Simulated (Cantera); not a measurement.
Input (Python, Cantera) and output of one run.

```python
import numpy as np
import cantera as ct

gas_names = """
    H H2 H2S N NH NH2 NH3 N2 N2H2 N2H4 Ni NiS S SH SN S2 S8
""".split()
cond_names = """
    Ni(cr) Ni(L) NiS(b) NiS(a) NiS(L) NiS2(s) NiS2(L) Ni3S2(I) Ni3S2(II) Ni3S2(L) Ni3S4(s) S(cr1) S(cr2)
    S(L)
""".split()


# ... load() reads the species with a 1 bar reference pressure and builds the phases ...
atoms = {
    'NiS': {'Ni': 1, 'S': 1},
    'H2': {'H': 2},
    'N2': {'N': 2},
}
top_T = {'Ni3S4(s)': 620}  # K; cautious upper limits of use, not melting points


# ... equilibrate(T, P, feed) seeds the gas with the atoms and calls Mixture.equilibrate('TP', solver="vcs", rtol=1e-11, max_steps=5000) ...
results = []
feed = {'NiS': 1, 'H2': 740, 'N2': 2.5}  # mol
T = 1223  # K
P = 133.322  # Pa
mix = equilibrate(T, P, feed)
results.append((T, P, feed, dict(zip(mix.species_names, mix.species_moles))))
print(gas.report(threshold=1e-05))
for i in range(1, mix.n_phases):
    print(f"{mix.phase(i).name:16s} {mix.phase_moles(i):12.5e} mol")
```

Result:

```
       temperature   1223 K
          pressure   133.32 Pa
           density   2.8146e-05 kg/m^3
  mean mol. weight   2.1467 kg/kmol
   phase of matter   gas

                          1 kg             1 kmol
                     ---------------   ---------------
          enthalpy        1.2822e+07        2.7524e+07  J
   internal energy        8.0849e+06        1.7356e+07  J
           entropy        1.0624e+05        2.2806e+05  J/K
    Gibbs function       -1.1711e+08       -2.5139e+08  J
 heat capacity c_p             14545             31223  J/K
 heat capacity c_v             10672             22909  J/K

                      mass frac. Y      mole frac. X     chem. pot. / RT
                     ---------------   ---------------   ---------------
                H2           0.93469           0.99528           -24.654
               H2S          0.021128          0.001331           -42.993
                N2          0.043938          0.003367           -37.722
     [  +14 minor]        0.00024419        2.0244e-05

Ni(cr)            9.99984e-01 mol
NiS(a)            0.00000e+00 mol
NiS2(s)           0.00000e+00 mol
Ni3S2(L)          0.00000e+00 mol
S(L)              0.00000e+00 mol
```

Cantera equilibrium calculation (NASA polynomials, part measured and part estimated; ideal gas, pure solids and liquids).
